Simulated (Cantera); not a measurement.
# Adiabatic ignition

An adiabatic, constant-volume homogeneous reactor starts with 8.14 % CH₃OH, 13.1 % O₂, 78.8 % N₂, equivalence ratio 0.93, at 1550 K and 2480 Torr.

Cantera simulation using GRI-Mech 3.0 (53 species, 325 reactions); the numbers are that mechanism's predictions, not measurements. GRI-Mech 3.0 was tuned for natural gas; its chemistry of methanol as a main component is partial and can be far from experiment.

| t (s) | T (K) | P (bar) | x CH₃OH | x O₂ | x CH₂ | x CO | x C₂H₄ | x HCO | x C₂H |
|---|---|---|---|---|---|---|---|---|---|
| 4.00e-6 | 1550 | 3.30 | 0.0812 | 0.131 | 1.31e-7 | 1.53e-5 | 1.04e-8 | 5.85e-9 | <1e-12 |
| 1.39e-5 | 1551 | 3.30 | 0.0803 | 0.130 | 1.32e-7 | 6.98e-5 | 6.96e-8 | 8.93e-8 | <1e-12 |
| 4.80e-5 | 1679 | 3.68 | 0.0467 | 0.111 | 6.12e-7 | 0.0120 | 2.80e-7 | 4.34e-5 | <1e-12 |
| 0.000167 | 2807 | 6.37 | <1e-12 | 0.0193 | <1e-12 | 0.0237 | <1e-12 | 4.46e-8 | <1e-12 |
| 0.000577 | 2797 | 6.34 | <1e-12 | 0.0173 | <1e-12 | 0.0239 | <1e-12 | 4.42e-8 | <1e-12 |
| 0.00200 | 2791 | 6.33 | <1e-12 | 0.0163 | <1e-12 | 0.0240 | <1e-12 | 4.41e-8 | <1e-12 |
| 0.00693 | 2791 | 6.33 | <1e-12 | 0.0162 | <1e-12 | 0.0240 | <1e-12 | 4.41e-8 | <1e-12 |
| 0.0240 | 2791 | 6.33 | <1e-12 | 0.0162 | <1e-12 | 0.0240 | <1e-12 | 4.41e-8 | <1e-12 |
| 0.0833 | 2791 | 6.33 | <1e-12 | 0.0162 | <1e-12 | 0.0240 | <1e-12 | 4.41e-8 | <1e-12 |
| 0.289 | 2791 | 6.33 | <1e-12 | 0.0162 | <1e-12 | 0.0240 | <1e-12 | 4.41e-8 | <1e-12 |
| 1.00 | 2791 | 6.33 | <1e-12 | 0.0162 | <1e-12 | 0.0240 | <1e-12 | 4.41e-8 | <1e-12 |
x: mole fraction; the columns are a selection and need not sum to one.

The time of steepest temperature rise is 54.9 µs, the temperature at 1.00 s is 2791 K and the equilibrium temperature is 2791 K. The x(CH₃OH) at 1.00 s is <1e-12 (gas-phase equilibrium <1e-12) and the x(O₂) at 1.00 s is 0.0162 (gas-phase equilibrium 0.0162). The x(CH₂) at 1.00 s is <1e-12 (gas-phase equilibrium <1e-12).
